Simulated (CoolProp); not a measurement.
Vapour-liquid equilibrium of isobutane (1) + isobutene (2) at 70.65 °C; x and y are mole fractions of (1).

Model: multi-fluid Helmholtz-energy mixture model, Bücker 2006 and Lemmon 2005; pair parameters Bell 2016, in CoolProp.

```json
[
 {"x": "0.05", "bubble pressure (MPa)": "1.007", "y at the bubble point": "0.055", "dew pressure at overall composition x (MPa)": "1.006", "liquid density (mol/L)": "9.296"},
 {"x": "0.125", "bubble pressure (MPa)": "1.018", "y at the bubble point": "0.137", "dew pressure at overall composition x (MPa)": "1.016", "liquid density (mol/L)": "9.213"},
 {"x": "0.2", "bubble pressure (MPa)": "1.028", "y at the bubble point": "0.216", "dew pressure at overall composition x (MPa)": "1.026", "liquid density (mol/L)": "9.132"},
 {"x": "0.275", "bubble pressure (MPa)": "1.038", "y at the bubble point": "0.293", "dew pressure at overall composition x (MPa)": "1.036", "liquid density (mol/L)": "9.052"},
 {"x": "0.35", "bubble pressure (MPa)": "1.047", "y at the bubble point": "0.370", "dew pressure at overall composition x (MPa)": "1.045", "liquid density (mol/L)": "8.974"},
 {"x": "0.425", "bubble pressure (MPa)": "1.055", "y at the bubble point": "0.444", "dew pressure at overall composition x (MPa)": "1.053", "liquid density (mol/L)": "8.897"},
 {"x": "0.5", "bubble pressure (MPa)": "1.063", "y at the bubble point": "0.518", "dew pressure at overall composition x (MPa)": "1.061", "liquid density (mol/L)": "8.822"},
 {"x": "0.575", "bubble pressure (MPa)": "1.071", "y at the bubble point": "0.591", "dew pressure at overall composition x (MPa)": "1.069", "liquid density (mol/L)": "8.749"},
 {"x": "0.65", "bubble pressure (MPa)": "1.078", "y at the bubble point": "0.664", "dew pressure at overall composition x (MPa)": "1.076", "liquid density (mol/L)": "8.677"},
 {"x": "0.725", "bubble pressure (MPa)": "1.084", "y at the bubble point": "0.736", "dew pressure at overall composition x (MPa)": "1.083", "liquid density (mol/L)": "8.607"},
 {"x": "0.8", "bubble pressure (MPa)": "1.090", "y at the bubble point": "0.808", "dew pressure at overall composition x (MPa)": "1.089", "liquid density (mol/L)": "8.538"},
 {"x": "0.875", "bubble pressure (MPa)": "1.095", "y at the bubble point": "0.880", "dew pressure at overall composition x (MPa)": "1.095", "liquid density (mol/L)": "8.470"},
 {"x": "0.95", "bubble pressure (MPa)": "1.100", "y at the bubble point": "0.952", "dew pressure at overall composition x (MPa)": "1.100", "liquid density (mol/L)": "8.404"}
]
```

No azeotrope shows between x = 0.05 and 0.95.

The pair parameters rest on a limited set of measurements; away from them the model extrapolates.
